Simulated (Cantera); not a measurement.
**Stirred combustor or abatement burner**

A perfectly stirred reactor is fed with CO : H2 : CH4 : O2 : N2 = 1 : 0.05 : 1.8 : 3.32 : 29.9 (molar parts), equivalence ratio 1.2, at 1.00 atm; it is adiabatic with a 375 K inlet, and is followed from long to short residence time, starting on the burning branch (τ in s: 0.42, 0.17, 0.073, 0.03, 0.013, 0.0052, 0.0022, 0.0009, 0.00038, 0.00016, 6.5e-05, 2.7e-05).

Cantera simulation using GRI-Mech 3.0 (53 species, 325 reactions); the numbers are that mechanism's predictions, not measurements.

```csv
τ (s),T (K),x CO,x H2,x CH4,x H2O2,x C2H4,x C2H,x CH3
0.42,1432,0.0256,0.0129,0.00147,5.65e-9,0.000105,1.07e-9,4.50e-5
0.17,1417,0.0278,0.0124,0.00159,1.14e-8,0.000143,1.16e-9,6.37e-5
0.073,1387,0.0313,0.0117,0.00195,2.65e-8,0.000195,8.82e-10,8.55e-5
0.030,375,0.0277,0.00139,0.0499,<1e-12,<1e-12,<1e-12,<1e-12
0.013,375,0.0277,0.00139,0.0499,<1e-12,<1e-12,<1e-12,<1e-12
0.0052,375,0.0277,0.00139,0.0499,<1e-12,<1e-12,<1e-12,<1e-12
0.0022,375,0.0277,0.00139,0.0499,<1e-12,<1e-12,<1e-12,<1e-12
0.00090,375,0.0277,0.00139,0.0499,<1e-12,<1e-12,<1e-12,<1e-12
0.00038,375,0.0277,0.00139,0.0499,<1e-12,<1e-12,<1e-12,<1e-12
0.00016,375,0.0277,0.00139,0.0499,<1e-12,<1e-12,<1e-12,<1e-12
6.5e-5,375,0.0277,0.00139,0.0499,<1e-12,<1e-12,<1e-12,<1e-12
2.7e-5,375,0.0277,0.00139,0.0499,<1e-12,<1e-12,<1e-12,<1e-12
```
x: mole fraction; the columns are a selection and need not sum to one.
